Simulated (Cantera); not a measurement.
Input (Python, Cantera) and output of one run.

```python
import numpy as np
import cantera as ct

gas_names = """
    C CN CO CO2 C2 CCN CNC C2N2 C2O C3 C3O2 C4 C4N2 C5 Fe FeC5O5 FeO N NCO NO NO2 NO3 N2 N2O O O2 O3
""".split()
cond_names = """
    C(gr) Fe(a) Fe(c) Fe(d) Fe(L) FeC5O5(L) FeO(s) FeO(L) Fe2O3(s) Fe3O4(s)
""".split()


# ... load() reads the species with a 1 bar reference pressure and builds the phases ...
atoms = {
    'Fe(CO)5': {'Fe': 1, 'C': 5, 'O': 5},
    'N2': {'N': 2},
}
top_T = {'C(gr)': 4500, 'Fe2O3(s)': 1830, 'Fe3O4(s)': 1870}  # K; cautious upper limits of use, not melting points


# ... equilibrate(T, P, feed) seeds the gas with the atoms and calls Mixture.equilibrate('TP', solver="vcs", rtol=1e-11, max_steps=5000) ...
results = []
feed = {'Fe(CO)5': 1, 'N2': 72}  # mol
T = 948.15  # K
P = 68000  # Pa
mix = equilibrate(T, P, feed)
results.append((T, P, feed, dict(zip(mix.species_names, mix.species_moles))))
print(gas.report(threshold=1e-05))
for i in range(1, mix.n_phases):
    print(f"{mix.phase(i).name:16s} {mix.phase_moles(i):12.5e} mol")
```

Result:

```
       temperature   948.15 K
          pressure   68000 Pa
           density   0.24218 kg/m^3
  mean mol. weight   28.076 kg/kmol
   phase of matter   gas

                          1 kg             1 kmol
                     ---------------   ---------------
          enthalpy        4.2567e+05        1.1951e+07  J
   internal energy        1.4489e+05         4.068e+06  J
           entropy            8270.5        2.3221e+05  J/K
    Gibbs function        -7.416e+06       -2.0821e+08  J
 heat capacity c_p            1158.5             32527  J/K
 heat capacity c_v            862.39             24213  J/K

                      mass frac. Y      mole frac. X     chem. pot. / RT
                     ---------------   ---------------   ---------------
                CO          0.057239          0.057374           -42.728
               CO2         0.0061245         0.0039072           -84.008
                N2           0.93664           0.93872           -25.175
     [  +24 minor]        6.0055e-15         3.116e-15

C(gr)             2.99686e-01 mol
Fe(a)             1.00000e+00 mol
FeC5O5(L)         0.00000e+00 mol
FeO(s)            0.00000e+00 mol
Fe2O3(s)          0.00000e+00 mol
Fe3O4(s)          0.00000e+00 mol
```

Method: chemical equilibrium by Gibbs-energy minimisation in Cantera with the NASA 1993 tables (ideal gas, pure condensed phases). Condensed phases not in the tables: cementite and carbon dissolved in iron.
